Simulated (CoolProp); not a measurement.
Vapour-liquid equilibrium of C3F8 (R218) (1) + R134a (2) at 276.6 K; x and y are mole fractions of (1).

The numbers come from the multi-fluid Helmholtz-energy mixture model, Lemmon 2006 and Tillner-Roth 1994; pair parameters Bell 2016 in CoolProp.

| x | bubble pressure (bar) | y at the bubble point | dew pressure at overall composition x (bar) | liquid density (mol/L) |
|---|---|---|---|---|
| 0.05 | 3.827 | 0.162 | [?] | [?] |
| 0.15 | 4.529 | 0.338 | 3.784 | 11.41 |
| 0.25 | 4.948 | 0.433 | 4.161 | 10.74 |
| 0.35 | 5.202 | 0.497 | 4.583 | 10.13 |
| 0.45 | 5.355 | 0.547 | 5.019 | 9.592 |
| 0.55 | 5.439 | 0.593 | 5.363 | 9.118 |
| 0.65 | 5.462 | 0.643 | 5.460 | 8.704 |
| 0.75 | 5.410 | [?] | [?] | [?] |
| 0.85 | 5.245 | 0.784 | 5.071 | 8.034 |
| 0.95 | 4.902 | [?] | 4.778 | 7.768 |

Question: Complete the blanks.

Answer: 
- 0.05, dew pressure at overall composition x (bar): 3.458
- 0.05, liquid density (mol/L): 12.17
- 0.75, y at the bubble point: 0.703
- 0.75, dew pressure at overall composition x (bar): 5.324
- 0.75, liquid density (mol/L): 8.344
- 0.95, y at the bubble point: 0.908

y crosses x between x = 0.55 and 0.65: the model has an azeotrope there.

Pair parameters are fitted to limited data, so mixtures are less certain than the pure fluids.
